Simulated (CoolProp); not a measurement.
Vapour-liquid equilibrium of propane (1) + R245fa (2) at 6.84 bar; x and y are mole fractions of (1).

Values from CoolProp's multi-fluid Helmholtz-energy mixture model, Lemmon 2009 and Akasaka 2015; pair parameters Bell 2016.

**Question.** Give the bubble temperature and the first vapour's composition at x = 0.65, 0.725, 0.875. Is there an azeotrope?

**Answer.** x = 0.65: 290.0 K, y = 0.872; x = 0.725: 289.1 K, y = 0.885; x = 0.875: 287.1 K, y = 0.927. No azeotrope shows between x = 0.05 and 0.95.

Pair parameters are fitted to limited data, so mixtures are less certain than the pure fluids. With so large a gap from Raoult's law the liquid may split in two, which this calculation doesn't test in full.
